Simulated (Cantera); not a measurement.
## Gas-phase reforming

An isothermal, constant-pressure homogeneous reactor starts with CH4 : CO2 : H2 = 1 : 3.4 : 0.11 (molar parts), at 1350 K and 1.00 atm.

Computed with Cantera and GRI-Mech 3.0 (53 species, 325 reactions).

```json
[
 {"t (s)": "2.00e-5", "x CH4": "0.222", "x CO2": "0.754", "x H2": "0.0244", "x HCO": "<1e-12", "x C2H": "<1e-12", "x H2O2": "<1e-12"},
 {"t (s)": "5.20e-5", "x CH4": "0.222", "x CO2": "0.754", "x H2": "0.0244", "x HCO": "<1e-12", "x C2H": "<1e-12", "x H2O2": "<1e-12"},
 {"t (s)": "0.000135", "x CH4": "0.222", "x CO2": "0.754", "x H2": "0.0244", "x HCO": "<1e-12", "x C2H": "<1e-12", "x H2O2": "<1e-12"},
 {"t (s)": "0.000352", "x CH4": "0.222", "x CO2": "0.754", "x H2": "0.0244", "x HCO": "<1e-12", "x C2H": "<1e-12", "x H2O2": "<1e-12"},
 {"t (s)": "0.000916", "x CH4": "0.222", "x CO2": "0.754", "x H2": "0.0244", "x HCO": "<1e-12", "x C2H": "<1e-12", "x H2O2": "<1e-12"},
 {"t (s)": "0.00238", "x CH4": "0.222", "x CO2": "0.754", "x H2": "0.0244", "x HCO": "<1e-12", "x C2H": "<1e-12", "x H2O2": "<1e-12"},
 {"t (s)": "0.00620", "x CH4": "0.222", "x CO2": "0.754", "x H2": "0.0244", "x HCO": "<1e-12", "x C2H": "<1e-12", "x H2O2": "<1e-12"},
 {"t (s)": "0.0161", "x CH4": "0.222", "x CO2": "0.754", "x H2": "0.0244", "x HCO": "1.35e-12", "x C2H": "<1e-12", "x H2O2": "<1e-12"},
 {"t (s)": "0.0420", "x CH4": "0.221", "x CO2": "0.754", "x H2": "0.0244", "x HCO": "4.32e-12", "x C2H": "<1e-12", "x H2O2": "<1e-12"},
 {"t (s)": "0.109", "x CH4": "0.221", "x CO2": "0.753", "x H2": "0.0244", "x HCO": "8.95e-12", "x C2H": "<1e-12", "x H2O2": "<1e-12"},
 {"t (s)": "0.284", "x CH4": "0.219", "x CO2": "0.751", "x H2": "0.0247", "x HCO": "1.13e-11", "x C2H": "<1e-12", "x H2O2": "<1e-12"},
 {"t (s)": "0.739", "x CH4": "0.214", "x CO2": "0.745", "x H2": "0.0261", "x HCO": "1.29e-11", "x C2H": "6.34e-12", "x H2O2": "<1e-12"},
 {"t (s)": "1.92", "x CH4": "0.203", "x CO2": "0.727", "x H2": "0.0295", "x HCO": "1.79e-11", "x C2H": "2.34e-11", "x H2O2": "<1e-12"},
 {"t (s)": "5.00", "x CH4": "0.176", "x CO2": "0.682", "x H2": "0.0327", "x HCO": "3.54e-11", "x C2H": "6.32e-11", "x H2O2": "<1e-12"}
]
```
x: mole fraction; the columns are a selection and need not sum to one.

Equilibrium at this temperature and pressure: CH4 4.82e-7, CO2 0.214, H2 0.170, HCO 1.44e-9, C2H <1e-12, H2O2 <1e-12 (gas phase only).
